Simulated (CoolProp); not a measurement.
The fluid at 443.32 K and 0.0649 MPa is throttled through a valve to 0.0247 MPa with no heat exchange. The same conditions are run with several fluids, on thermodynamics alone (safety and materials aside).

Computed with CoolProp (reference Helmholtz-energy equation of state of each fluid (n-decane: Lemmon 2006; propylene: Lemmon 2013; cis-2-butene: Lemmon 2005; c-C4F8 (RC318): Platzer 1990; carbon dioxide: Span 1996)). The equations of Platzer and Polt are older, rougher fits.

```csv
fluid,temperature change (K),final density (kg/m³)
n-decane,?,0.971
propylene,-0.2,?
cis-2-butene,-0.3,?
c-C4F8 (RC318),-0.2,?
carbon dioxide,-0.2,0.295
```

What belongs in the gaps?


- n-decane, temperature change (K): -1.2
- propylene, final density (kg/m³): 0.282
- cis-2-butene, final density (kg/m³): 0.377
- c-C4F8 (RC318), final density (kg/m³): 1.34
